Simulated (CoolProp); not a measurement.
Chlorine along the isobar 15.4 MPa: Z from the reference equation and from simpler models built on Tc = 416.9 K, pc = 7.642 MPa, ω = 0.070; each cubic takes its own stable root.

Model: reference Helmholtz-energy equation of state, Thol 2021, in CoolProp.

| T (K) | phase | reference | van der Waals | Soave-Redlich-Kwong | Peng-Robinson |
|---|---|---|---|---|---|
| 204.7 | liquid | 0.3828 | ? | 0.4166 | 0.3709 |
| 227.3 | liquid | 0.3571 | 0.5612 | ? | 0.3435 |
| 249.9 | liquid | 0.3368 | 0.5243 | 0.3628 | 0.3224 |
| 272.6 | liquid | 0.3210 | 0.4949 | 0.3450 | 0.3063 |
| 295.2 | liquid | 0.3089 | 0.4717 | 0.3321 | 0.2947 |
| 317.8 | liquid | 0.3002 | 0.4538 | 0.3236 | 0.2870 |
| 340.5 | liquid | 0.2946 | 0.4406 | 0.3194 | ? |
| 363.1 | liquid | 0.2925 | 0.4319 | ? | 0.2845 |
| 385.7 | liquid | 0.2946 | 0.4279 | 0.3266 | 0.2913 |
| 408.4 | liquid | 0.3024 | 0.4294 | 0.3420 | 0.3067 |

Problem. Fill in the missing entries.

Solution. 
- 204.7, van der Waals: 0.6078
- 227.3, Soave-Redlich-Kwong: 0.3862
- 340.5, Peng-Robinson: 0.2835
- 363.1, Soave-Redlich-Kwong: 0.3200
